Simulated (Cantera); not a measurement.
Feed: 1 mol FeCl3, 0.49 mol H2O, 0.93 mol N2, held at 0.210 Pa.

Cantera equilibrium calculation (NASA polynomials, part measured and part estimated; ideal gas, pure solids and liquids). Candidate condensed phases: Fe, FeCl2, FeCl3, FeO, Fe(OH)2, Fe(OH)3, Fe2O3, Fe3O4, H2O, NH4Cl; 37 gas species. The tables' stoichiometric FeO is somewhat more stable than real wüstite, so its field is too wide. FeO: taken at fixed stoichiometry. The numbers say what is thermodynamically allowed, not how fast it happens.

Q: What share of the Fe ends up in condensed phases as a function of T (K), at 1125, 1175, 1225, 1275, 1325, 1375, 1425, 1475, 1525, 1575, 1625, 1675, 1725, 1775?

A: 
```tsv
T (K)	Fe condensed (%)	as
1125	13.9	Fe2O3(s)
1175	13.3	Fe3O4(s)
1225	13.4	Fe3O4(s)
1275	13.2	Fe3O4(s)
1325	12.7	Fe3O4(s)
1375	11.8	Fe3O4(s)
1425	10.6	Fe3O4(s)
1475	9.1	Fe3O4(s)
1525	7.3	Fe3O4(s)
1575	5.4	FeO(s)
1625	4.0	FeO(s)
1675	0.0	-
1725	0.0	-
1775	0.0	-
```
